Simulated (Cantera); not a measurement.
Input (Python, Cantera) and output of one run.

```python
import numpy as np
import cantera as ct

gas_names = [...]  # 123 gases of nasa_gas.yaml made of C, H, O, Si
cond_names = """
    C(gr) C6H6(L) C7H8(L) C8H18(L),n-octa H2O(s) H2O(L) Si(cr) Si(L) SiC(b) SiO2(Lqz) SiO2(hqz) SiO2(L)
""".split()


# ... load() reads the species with a 1 bar reference pressure and builds the phases ...
atoms = {
    'SiH4': {'Si': 1, 'H': 4},
    'CH4': {'C': 1, 'H': 4},
    'H2': {'H': 2},
    'CO2': {'C': 1, 'O': 2},
}
top_T = {'C(gr)': 4500, 'SiC(b)': 3050}  # K; cautious upper limits of use, not melting points


# ... equilibrate(T, P, feed) seeds the gas with the atoms and calls Mixture.equilibrate('TP', solver="vcs", rtol=1e-11, max_steps=5000) ...
results = []
feed = {'SiH4': 1, 'CH4': 0.37, 'H2': 300, 'CO2': 0.75}  # mol
P = 900  # Pa
for T in [900, 1000, 1100, 1200, 1300, 1400, 1500, 1600, 1700, 1800, 1900]:
    mix = equilibrate(T, P, feed)
    results.append((T, P, feed, dict(zip(mix.species_names, mix.species_moles))))

top = {s: max(r[3][s] / sum(r[3][g] for g in gas_names) for r in results) for s in gas_names}
cols = sorted((s for s in top if top[s] > 0.0001), key=lambda s: -top[s])[:8]
seen = [c for c in cond_names if any(r[3].get(c, 0) > 1e-12 for r in results)]
print("log10 of partial pressures in bar; condensed amounts in mol")
print(f"{'T/K':>10s}" + "".join(f"{s[:9]:>10s}" for s in cols + seen))
for T, P, feed, n in results:
    ng = sum(n[g] for g in gas_names)
    print(f"{T:10.4g}" + "".join(f"{np.log10(max(n[s] / ng * P / 1e5, 1e-99)):10.3f}" for s in cols)
          + "".join(f"{n.get(c, 0):10.4g}" for c in seen))
```

Output:

```
log10 of partial pressures in bar; condensed amounts in mol
       T/K        H2         H        CO       CH4       SiO        Si     C(gr)    SiC(b) SiO2(hqz)
       900    -2.047   -10.956    -8.672    -4.600   -13.219   -22.185   0.02671      0.25      0.75
      1000    -2.046    -9.667    -6.904    -5.112   -10.988   -19.160    0.6042    0.2521    0.7479
      1100    -2.046    -8.610    -5.462    -5.537    -9.169   -16.689     0.598    0.3081    0.6918
      1200    -2.047    -7.728    -4.774    -6.235    -7.487   -14.291         0    0.5332    0.4657
      1300    -2.047    -6.979    -4.755    -7.198    -5.883   -11.892         0    0.5247    0.4311
      1400    -2.048    -6.337    -4.621    -7.877    -4.690    -9.987         0    0.3101         0
      1500    -2.048    -5.778    -4.621    -8.005    -4.690    -8.796         0    0.3099         0
      1600    -2.048    -5.289    -4.620    -8.117    -4.690    -7.756         0    0.3094         0
      1700    -2.049    -4.856    -4.619    -8.215    -4.692    -6.840         0    0.3065         0
      1800    -2.050    -4.471    -4.612    -8.295    -4.703    -6.034         0    0.2903         0
      1900    -2.052    -4.126    -4.579    -8.337    -4.750    -5.347         0    0.2183         0
```

Cantera equilibrium calculation (NASA polynomials, part measured and part estimated; ideal gas, pure solids and liquids). Mutual solubility and eutectic melting of coexisting phases are not modelled. The tables hold silica as quartz up to 1696 K and as liquid above; real silica turns to tridymite and cristobalite and melts near 1996 K. Gases not in the tables: Si2H6 and higher silanes.
